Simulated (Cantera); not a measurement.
# Si3N4 + O2 + N2 (nitride etching)

A closed system holds: 1 mol Si3N4, 4.9 mol O2, 0.36 mol N2, held at 902 °C and 75.0 Torr.

Cantera equilibrium calculation (NASA polynomials, part measured and part estimated; ideal gas, pure solids and liquids). Candidate condensed phases: Si, SiO2, Si2N2O, Si3N4; 16 gas species. The tables hold silica as quartz up to 1696 K and as liquid above; real silica turns to tridymite and cristobalite and melts near 1996 K. Kinetics and transport are ignored.

```
Item                                 Result
--------------------------------  ---------
x(N2)                                 0.554
x(O2)                                 0.446
x(NO)                              0.000197
x(NO2)                              1.74e-6
n(SiO2(β-quartz))                  3.00 mol
gas amount                        4.260 mol
log10 activity of Si(s) (absent)     -29.75
```
